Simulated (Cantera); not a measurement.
What does this Cantera script print?

```python
import numpy as np
import cantera as ct

gas_names = """
    CL CL2 H HCL H2 Si SiCL SiCL2 SiCL3 SiCL4 SiH SiHCL3 SiH2 SiH2CL2 SiH3 SiH3CL SiH4 Si2 Si3
""".split()
cond_names = """
    Si(cr) Si(L)
""".split()


# ... load() reads the species with a 1 bar reference pressure and builds the phases ...
atoms = {
    'SiCl4': {'Si': 1, 'CL': 4},
    'H2': {'H': 2},
}
top_T = {}  # K; cautious upper limits of use, not melting points


# ... equilibrate(T, P, feed) seeds the gas with the atoms and calls Mixture.equilibrate('TP', solver="vcs", rtol=1e-11, max_steps=5000) ...
results = []
feed = {'SiCl4': 1, 'H2': 3.4}  # mol
T = 1275  # K
P = 100000  # Pa
mix = equilibrate(T, P, feed)
results.append((T, P, feed, dict(zip(mix.species_names, mix.species_moles))))
print(gas.report(threshold=0.001))
for i in range(1, mix.n_phases):
    print(f"{mix.phase(i).name:16s} {mix.phase_moles(i):12.5e} mol")
```

Output:

```
       temperature   1275 K
          pressure   1e+05 Pa
           density   0.37195 kg/m^3
  mean mol. weight   39.43 kg/kmol
   phase of matter   gas

                          1 kg             1 kmol
                     ---------------   ---------------
          enthalpy       -2.3849e+06       -9.4038e+07  J
   internal energy       -2.6538e+06       -1.0464e+08  J
           entropy            6380.9         2.516e+05  J/K
    Gibbs function       -1.0521e+07       -4.1482e+08  J
 heat capacity c_p            1198.1             47242  J/K
 heat capacity c_v            987.25             38927  J/K

                      mass frac. Y      mole frac. X     chem. pot. / RT
                     ---------------   ---------------   ---------------
               HCL          0.081202          0.087821           -36.069
                H2          0.035232           0.68908           -18.515
             SiCL2          0.026636           0.01061           -58.825
             SiCL3          0.052969          0.015536           -85.637
             SiCL4           0.63764           0.14799           -112.45
            SiHCL3           0.16101          0.046873           -94.894
           SiH2CL2         0.0052709         0.0020577            -77.34
     [  +12 minor]        4.2787e-05        2.6055e-05

Si(cr)            0.00000e+00 mol
```

Method: chemical equilibrium by Gibbs-energy minimisation in Cantera with the NASA 1993 tables (ideal gas, pure condensed phases). The tables' values for SiCl3 are old estimates; treat these amounts as uncertain.
